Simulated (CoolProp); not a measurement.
A closed Brayton cycle with dry air: compressor inlet 329.15 K and 7.4 MPa, high pressure 23 MPa, turbine inlet 915 K, compressor efficiency 0.85, turbine efficiency 0.9, recuperator effectiveness 0.95 (on enthalpy, no pinch check). Each further row changes one setting.

The numbers come from the reference Helmholtz-energy equation of state, Lemmon 2000 in CoolProp. It is a pseudo-pure fit of the blend.

| case | thermal efficiency (%) | net work (kJ/kg) | compressor to turbine work | compressor exit (K) | turbine exit (K) |
|---|---|---|---|---|---|
| as stated | (withheld) | 87.6 | 0.64 | 478.5 | 703.7 |
| turbine inlet 865 K | 30.4 | 74.3 | 0.68 | 478.5 | 663.4 |
| compressor inlet 339.15 K | 32.0 | 82.6 | (withheld) | (withheld) | 703.7 |
| high pressure 19.6 MPa | 35.6 | (withheld) | (withheld) | (withheld) | 730.3 |
| recuperator effectiveness 0.5 | 23.8 | 87.6 | 0.64 | 478.5 | 703.7 |

What belongs in the gaps?


- as stated, thermal efficiency (%): 33.7
- compressor inlet 339.15 K, compressor to turbine work: 0.66
- compressor inlet 339.15 K, compressor exit (K): 492.8
- high pressure 19.6 MPa, net work (kJ/kg): 82.7
- high pressure 19.6 MPa, compressor to turbine work: 0.61
- high pressure 19.6 MPa, compressor exit (K): 454.5
